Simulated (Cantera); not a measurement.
Input: 1 mol PbO, a varied amount of H2, 55 mol N2, equilibrated at 252 °C and 0.780 bar.

Cantera equilibrium calculation (NASA polynomials, part measured and part estimated; ideal gas, pure solids and liquids). Candidate condensed phases: H2O, Pb, PbO, PbO2, Pb3O4; 27 gas species. Rates play no part.

x: gas mole fraction; n: condensed amount in mol.

```csv
n(H2) (mol),x N2,x H2,x H2O,x NH3,n Pb(s),n PbO(red)
0.27,0.995,4.14e-8,0.00489,(withheld),0.270,0.730
0.43,0.992,6.57e-8,0.00776,(withheld),0.430,0.570
0.69,0.988,1.05e-7,0.0124,(withheld),0.690,0.310
1.1,0.980,0.00177,0.0178,(withheld),1.00,0
1.8,0.968,0.0138,0.0176,(withheld),1.00,0
2.9,0.950,0.0317,0.0173,(withheld),1.00,0
4.6,0.924,0.0577,0.0168,(withheld),1.00,0
7.4,0.883,0.0970,0.0161,(withheld),1.00,0
```

### Question
Complete the blanks.

### Answer

- 0.27, x NH3: 1.17e-12
- 0.43, x NH3: 2.34e-12
- 0.69, x NH3: 4.71e-12
- 1.1, x NH3: 1.03e-5
- 1.8, x NH3: 0.000221
- 2.9, x NH3: 0.000767
- 4.6, x NH3: 0.00186
- 7.4, x NH3: 0.00396
